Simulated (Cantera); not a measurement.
Mixture: 21.5 % H2, 14.6 % O2, 63.9 % N2, equivalence ratio 0.74, at 5.90 bar, adiabatic and at constant pressure. Ignition delay is the time to a rise of 400 K.

Computed with Cantera and the H2/O2 subset of GRI-Mech 3.0, which has no nitrogen chemistry. The hydrogen kinetics of GRI-Mech 3.0 are dated; newer H2 mechanisms differ, most at raised pressure. Below about 950 K walls govern HO2 and H2O2 in real vessels.

Problem. At T0 = 1275 K, what is the delay, and which 6 reactions control it most (d ln τ / d ln k, from doubling and halving each rate constant)?

Solution. The delay is 8.04 µs.
```json
[
 {"reaction": "H + O2 <=> O + OH", "d ln τ / d ln k": "-1.25", "faster rate": "shortens it"},
 {"reaction": "H + O2 + N2 <=> HO2 + N2", "d ln τ / d ln k": "0.36", "faster rate": "lengthens it"},
 {"reaction": "H2 + O <=> H + OH", "d ln τ / d ln k": "-0.20", "faster rate": "shortens it"},
 {"reaction": "H + O2 + M <=> HO2 + M", "d ln τ / d ln k": "0.18", "faster rate": "lengthens it"},
 {"reaction": "H2 + OH <=> H + H2O", "d ln τ / d ln k": "-0.10", "faster rate": "shortens it"},
 {"reaction": "H + HO2 <=> 2 OH", "d ln τ / d ln k": "-0.06", "faster rate": "shortens it"}
]
```
